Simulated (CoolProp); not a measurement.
The fluid at 398.7 K and 0.163 MPa flows at 0.057 m/s in a round tube of 100 mm bore and 15 µm roughness, fully developed (64/Re and Nu = 3.66 if laminar; Colebrook and Gnielinski if turbulent). The same conditions are run with several fluids, on thermodynamics alone (safety and materials aside).

Model: reference Helmholtz-energy equation of state of each fluid (water: Wagner 2002; R152A: Outcalt 1996; CH2F2 (R32): Tillner-Roth 1997; carbon dioxide: Span 1996), in CoolProp.

### Question
Rank water, R152A, CH2F2 (R32), carbon dioxide by Reynolds number, highest first.

### Answer
R152A (1260), CH2F2 (R32) (828), carbon dioxide (632), water (390)

```tsv
fluid	Darcy friction factor	pressure drop (Pa/m)	heat-transfer coefficient (W/(m² K))	mass flow (kg/h)
water	0.164	0.00240	0.987	1.45
R152A	0.0507	0.00271	0.877	5.30
CH2F2 (R32)	0.0773	0.00323	0.833	4.15
carbon dioxide	0.101	0.00357	0.902	3.50
```

Transport values come from each fluid's own correlations; those of R152A, CH2F2 (R32) are estimates that may be off by 10 % or more.
